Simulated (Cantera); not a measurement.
# C₃H₈ + O₂ + H₂ + NH₃ (carbon deposition, reforming and gasification)

Input: 1 mol C₃H₈, 0.062 mol O₂, 1.1 mol H₂, a varied amount of NH₃, at 2823.15 K and 32.0 Pa.

Method: chemical equilibrium by Gibbs-energy minimisation in Cantera with the NASA 1993 tables (ideal gas, pure condensed phases). Candidate condensed phases: C, C₆H₆, C₇H₈, C₈H₁₈, H₂O; 136 gas species. Rates play no part.

From 0.011 mol NH₃ to 0.15 mol NH₃ nothing is condensed. The main C-bearing gas is C₃ throughout.

| n(NH₃) (mol) | x H | x C₃ | x H₂ | x C | x CO | x C₂ | x N₂ |
|---|---|---|---|---|---|---|---|
| 0.011 | 0.855 | 0.0698 | 0.0297 | 0.0215 | 0.0111 | 0.00844 | 0.000108 |
| 0.014 | 0.855 | 0.0697 | 0.0297 | 0.0215 | 0.0111 | 0.00843 | 0.000160 |
| 0.017 | 0.854 | 0.0696 | 0.0297 | 0.0214 | 0.0111 | 0.00842 | 0.000217 |
| 0.021 | 0.854 | 0.0694 | 0.0297 | 0.0214 | 0.0111 | 0.00841 | 0.000300 |
| 0.027 | 0.854 | 0.0692 | 0.0297 | 0.0214 | 0.0111 | 0.00839 | 0.000436 |
| 0.033 | 0.854 | 0.0690 | 0.0297 | 0.0214 | 0.0111 | 0.00838 | 0.000582 |
| 0.041 | 0.854 | 0.0687 | 0.0297 | 0.0214 | 0.0110 | 0.00836 | 0.000790 |
| 0.051 | 0.854 | 0.0684 | 0.0297 | 0.0213 | 0.0110 | 0.00833 | 0.00106 |
| 0.064 | 0.854 | 0.0680 | 0.0296 | 0.0213 | 0.0110 | 0.00830 | 0.00144 |
| 0.08 | 0.853 | 0.0675 | 0.0296 | 0.0212 | 0.0109 | 0.00826 | 0.00192 |
| 0.099 | 0.853 | 0.0670 | 0.0296 | 0.0212 | 0.0108 | 0.00821 | 0.00250 |
| 0.12 | 0.853 | 0.0664 | 0.0296 | 0.0211 | 0.0108 | 0.00817 | 0.00317 |
| 0.15 | 0.852 | 0.0656 | 0.0296 | 0.0210 | 0.0107 | 0.00810 | 0.00413 |
x: gas mole fraction; nothing condenses.
